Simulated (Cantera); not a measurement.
Feed: 1 mol Si3N4, 0.5 mol N2O, 2.9 mol H2, held at 32.0 Pa.

These are equilibrium values from Cantera (NASA tables, ideal gas, pure condensed phases), not measurements of a reactor. Candidate condensed phases: H2O, Si, SiO2, Si2N2O, Si3N4; 35 gas species. Mutual solubility and eutectic melting of coexisting phases are not modelled. The numbers say what is thermodynamically allowed, not how fast it happens.

x: gas mole fraction; n: condensed amount in mol.

```csv
T (K),x H2,x N2,x SiO,x H,x Si,x SiH,x Si2N,n Si2N2O(s),n Si3N4(s),n Si(s)
1025,0.813,0.187,<1e-12,2.20e-7,<1e-12,<1e-12,<1e-12,0.500,0.667,0
1125,0.813,0.187,___,___,<1e-12,<1e-12,<1e-12,0.500,0.667,0
1225,0.813,0.187,7.29e-8,1.57e-5,1.09e-10,2.26e-11,<1e-12,0.500,0.667,0
1325,0.813,0.187,5.43e-6,8.24e-5,1.86e-8,2.18e-9,3.21e-11,0.500,0.667,0
1425,0.813,0.187,0.000218,0.000344,1.53e-6,1.09e-7,8.81e-9,0.499,0.667,0
1525,0.754,___,___,___,___,___,___,0.481,___,___
1625,0.489,0.423,0.0846,0.00276,0.000509,1.27e-5,8.00e-6,0,0,2.50
```

### Question
What belongs in the gaps?

### Answer

- 1125, x SiO: 4.47e-10
- 1125, x H: 2.24e-6
- 1525, x N2: 0.240
- 1525, x SiO: 0.00492
- 1525, x H: 0.00115
- 1525, x Si: 5.90e-5
- 1525, x SiH: 2.66e-6
- 1525, x Si2N: 9.26e-7
- 1525, n Si3N4(s): 0.547
- 1525, n Si(s): 0.376
